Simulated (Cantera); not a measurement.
Mixture: 18.6 % CO, 3.72 % H2, 13.9 % O2, 52.4 % N2, 11.3 % H2O, at 5.00 bar, adiabatic and at constant volume. Ignition delay is the time to a rise of 400 K.

Cantera simulation using GRI-Mech 3.0 (53 species, 325 reactions); the numbers are that mechanism's predictions, not measurements. The hydrogen kinetics of GRI-Mech 3.0 are dated; newer H2 mechanisms differ, most at raised pressure. Where the delays flatten at high temperature, the 400 K rule measures the pace of heat release, not the induction time.

Q: Predict: delay at 1225 K; delay at 1425 K; delay at 1625 K; delay at 1825 K; delay at 2025 K.

A: 
| Quantity | Result |
|---|---|
| delay at 1225 K | 63.9 µs |
| delay at 1425 K | 10.3 µs |
| delay at 1625 K | 5.50 µs |
| delay at 1825 K | 4.07 µs |
| delay at 2025 K | 3.57 µs |
